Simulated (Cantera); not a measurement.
Transport properties of process gases

Gas mixture: N₂ : CO : H₂ = 0.31 : 0.88 : 0.83 (molar parts), at 0.000898 atm, frozen composition.

Cantera's kinetic-theory transport with the Lennard-Jones parameters of GRI-Mech 3.0, ideal gas; thermal conductivity in the mixture-averaged form.

```csv
T (K),ρ (kg/m³),cp (J/kg/K),μ (µPa s),λ (mW/m/K),Pr,D (cm²/s) CO₂,D (cm²/s) OH,D (cm²/s) C₂H₂
400,0.000474,1692,21.4,81.2,0.446,428,814,443
500,0.000379,1706,25.0,95.2,0.448,635,1190,655
600,0.000316,1725,28.3,109,0.449,871,1620,897
700,0.000271,1750,31.4,122,0.451,1140,2100,1170
800,0.000237,1782,34.3,134,0.454,1430,2620,1470
900,0.000211,1815,37.0,147,0.456,1740,3190,1790
1000,0.000190,1839,39.6,160,0.456,2080,3800,2130
1100,0.000172,1866,42.2,172,0.457,2440,4450,2500
1200,0.000158,1892,44.6,185,0.457,2820,5140,2900
```
D: mixture-averaged diffusion coefficient of that species in the mixture.
